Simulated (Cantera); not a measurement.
Charge: 1 mol Si, 0.59 mol Cl₂, at 623 K and 410 Pa.

Method: chemical equilibrium by Gibbs-energy minimisation in Cantera with the NASA 1993 tables (ideal gas, pure condensed phases). Candidate condensed phases: Si; 9 gas species. The tables' values for SiCl₃ are old estimates; treat these amounts as uncertain. Kinetics and transport are ignored.

Question: What is the equilibrium state?

Answer: 
| Item | Result |
|---|---|
| x(SiCl₄) | 1.000 |
| x(SiCl₃) | 1.08e-5 |
| n(Si(s)) | 0.705 mol |
| gas amount | 0.2950 mol |
